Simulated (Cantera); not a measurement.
A freely propagating, adiabatic, planar premixed flame of 9.06 % CH₄, 15.1 % O₂, 74.0 % N₂, 1.81 % H₂, unburnt at 350 K and 2.40 bar; mixture-averaged transport, grid criteria slope 0.08 and curve 0.16, no radiation.

Computed with Cantera and GRI-Mech 3.0 (53 species, 325 reactions). Burning velocities carry a grid error of a few per cent, more on coarse grids.

### Question
Predict: laminar burning velocity; thermal thickness; peak x(H₂O₂); peak x(CO); peak x(H); peak x(C₂H₂).

### Answer
* **laminar burning velocity**: 9.64 cm/s
* **thermal thickness**: 0.674 mm
* **peak x(H₂O₂)**: 3.30e-5
* **peak x(CO)**: 0.0460
* **peak x(H)**: 0.000962
* **peak x(C₂H₂)**: 0.000793
